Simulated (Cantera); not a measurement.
What does this Cantera script print?

```python
import numpy as np
import cantera as ct

gas_names = [...]  # 92 gases of nasa_gas.yaml made of C, H, N
cond_names = """
    C(gr) C6H6(L) C7H8(L) C8H18(L),n-octa
""".split()


# ... load() reads the species with a 1 bar reference pressure and builds the phases ...
atoms = {
    'n-butane': {'C': 4, 'H': 10},
    'NH3': {'N': 1, 'H': 3},
    'H2': {'H': 2},
}
top_T = {'C(gr)': 4500}  # K; cautious upper limits of use, not melting points


# ... equilibrate(T, P, feed) seeds the gas with the atoms and calls Mixture.equilibrate('TP', solver="vcs", rtol=1e-11, max_steps=5000) ...
results = []
feed = {'n-butane': 1, 'NH3': 0.26, 'H2': 0.69}  # mol
T = 1625  # K
P = 3000  # Pa
mix = equilibrate(T, P, feed)
results.append((T, P, feed, dict(zip(mix.species_names, mix.species_moles))))
x = sorted(zip(gas.X, gas.species_names), reverse=True)
print(f"T = {T:g} K  P = {P:g} Pa  gas = {mix.phase_moles(0):.4g} mol")
print("   x: " + "  ".join(f"{s} {v:.3e}" for v, s in x if v > 0.001))
print("   condensed (mol): " + ("  ".join(f"{mix.phase(i).name} {mix.phase_moles(i):.4g}"
      for i in range(1, mix.n_phases) if mix.phase_moles(i) > 1e-12) or "none"))
```

Output:

```
T = 1625 K  P = 3000 Pa  gas = 6.211 mol
   x: H2 9.784e-01  N2 2.076e-02
   condensed (mol): C(gr) 3.997
```

Method: chemical equilibrium by Gibbs-energy minimisation in Cantera with the NASA 1993 tables (ideal gas, pure condensed phases).
